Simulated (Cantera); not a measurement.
## Adiabatic ignition

An adiabatic, constant-pressure homogeneous reactor starts with CO : H₂ : O₂ : N₂ = 1 : 0.071 : 1.78 : 6.78 (molar parts), equivalence ratio 0.30, at 1248 K and 6.71 atm.

Computed with Cantera and GRI-Mech 3.0 (53 species, 325 reactions). The hydrogen kinetics of GRI-Mech 3.0 are dated; newer H2 mechanisms differ, most at raised pressure.

```json
[
 {"t (s)": "7.00e-6", "T (K)": "1248", "x CO": "0.104", "x H₂": "0.00737", "x O₂": "0.185", "x O": "1.76e-7", "x H": "3.78e-8", "x NO": "<1e-12", "x CO₂": "3.97e-7"},
 {"t (s)": "2.03e-5", "T (K)": "1248", "x CO": "0.104", "x H₂": "0.00735", "x O₂": "0.185", "x O": "6.32e-6", "x H": "1.48e-6", "x NO": "<1e-12", "x CO₂": "2.00e-5"},
 {"t (s)": "5.86e-5", "T (K)": "1391", "x CO": "0.0909", "x H₂": "0.00102", "x O₂": "0.176", "x O": "0.00148", "x H": "0.000176", "x NO": "1.24e-7", "x CO₂": "0.0139"},
 {"t (s)": "0.000170", "T (K)": "2009", "x CO": "0.00963", "x H₂": "7.08e-5", "x O₂": "0.139", "x O": "0.00337", "x H": "0.000179", "x NO": "3.08e-5", "x CO₂": "0.0995"},
 {"t (s)": "0.000491", "T (K)": "2098", "x CO": "0.000805", "x H₂": "8.63e-6", "x O₂": "0.137", "x O": "0.000365", "x H": "6.48e-6", "x NO": "7.05e-5", "x CO₂": "0.109"},
 {"t (s)": "0.00142", "T (K)": "2103", "x CO": "0.000347", "x H₂": "4.81e-6", "x O₂": "0.137", "x O": "0.000204", "x H": "2.71e-6", "x NO": "9.35e-5", "x CO₂": "0.110"},
 {"t (s)": "0.00411", "T (K)": "2103", "x CO": "0.000343", "x H₂": "4.78e-6", "x O₂": "0.137", "x O": "0.000203", "x H": "2.68e-6", "x NO": "0.000150", "x CO₂": "0.110"},
 {"t (s)": "0.0119", "T (K)": "2103", "x CO": "0.000342", "x H₂": "4.77e-6", "x O₂": "0.137", "x O": "0.000202", "x H": "2.68e-6", "x NO": "0.000313", "x CO₂": "0.110"},
 {"t (s)": "0.0345", "T (K)": "2102", "x CO": "0.000340", "x H₂": "4.74e-6", "x O₂": "0.136", "x O": "0.000201", "x H": "2.65e-6", "x NO": "0.000773", "x CO₂": "0.110"},
 {"t (s)": "0.0998", "T (K)": "2099", "x CO": "0.000334", "x H₂": "4.66e-6", "x O₂": "0.136", "x O": "0.000196", "x H": "2.59e-6", "x NO": "0.00199", "x CO₂": "0.110"},
 {"t (s)": "0.289", "T (K)": "2094", "x CO": "0.000321", "x H₂": "4.51e-6", "x O₂": "0.134", "x O": "0.000188", "x H": "2.45e-6", "x NO": "0.00452", "x CO₂": "0.110"},
 {"t (s)": "0.836", "T (K)": "2088", "x CO": "0.000309", "x H₂": "4.36e-6", "x O₂": "0.133", "x O": "0.000180", "x H": "2.33e-6", "x NO": "0.00703", "x CO₂": "0.110"},
 {"t (s)": "2.42", "T (K)": "2087", "x CO": "0.000307", "x H₂": "4.33e-6", "x O₂": "0.133", "x O": "0.000178", "x H": "2.31e-6", "x NO": "0.00746", "x CO₂": "0.110"},
 {"t (s)": "7.00", "T (K)": "2087", "x CO": "0.000307", "x H₂": "4.33e-6", "x O₂": "0.133", "x O": "0.000178", "x H": "2.31e-6", "x NO": "0.00746", "x CO₂": "0.110"}
]
```
x: mole fraction; the columns are a selection and need not sum to one.

```yaml
time_of_steepest_temperature_rise: 0.108 ms
temperature at 7.00 s: 2087 K
equilibrium_temperature: 2087 K
x(CO) at 7.00 s: 0.000307 (gas-phase equilibrium 0.000307)
x(H₂) at 7.00 s: 4.33e-6 (gas-phase equilibrium 4.33e-6)
x(O₂) at 7.00 s: 0.133 (gas-phase equilibrium 0.133)
```
